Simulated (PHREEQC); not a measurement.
A column of 0.2 m (30 cells, dispersivity 0.01 m, 3600 s a shift, diffusion coefficient 3e-10 m²/s) holds 0.11 eq of the database's cation exchanger X per kg of pore water, first in equilibrium with 0.011 mol/kgw CdCl2, 0.0052 mol/kgw ZnSO4, 0.0032 mol/kgw NaCl and 1e-05 mol/kgw HCl. It is flushed with 0.0029 mol ZnSO4, 0.0075 mol LiCl, 0.024 mol MgCl2 and 1e-05 mol HCl per kg of water, at 15 °C. Values are for the last cell. CO2 from the air is kept out. Precipitation was switched off in this run.

Base run: PHREEQC, ion-association model, phreeqc.dat. Each further column changes one thing. The table gives Mg in solution (mol/kgw).

| pore volumes | base | exchange capacity from 0.11 to 0.055 eq/kgw | dispersivity from 0.01 to 0.02 m |
|---|---|---|---|
| 0 | 0 | 0 | 0 |
| 0.6167 | 7.79e-10 | 8.72e-7 | 5.49e-7 |
| 1.217 | 7.48e-5 | 0.00197 | 0.000531 |
| 1.817 | 0.00234 | 0.0124 | 0.00442 |
| 2.417 | 0.00949 | 0.0196 | 0.0107 |
| 3.017 | 0.0161 | 0.0224 | 0.0158 |
| 3.617 | 0.0197 | 0.0234 | 0.0191 |
| 4.217 | 0.0216 | 0.0238 | 0.0210 |
| 4.817 | 0.0226 | 0.0239 | 0.0221 |
| 5.417 | 0.0232 | 0.0240 | 0.0228 |
| 6.017 | 0.0235 | 0.0240 | 0.0232 |
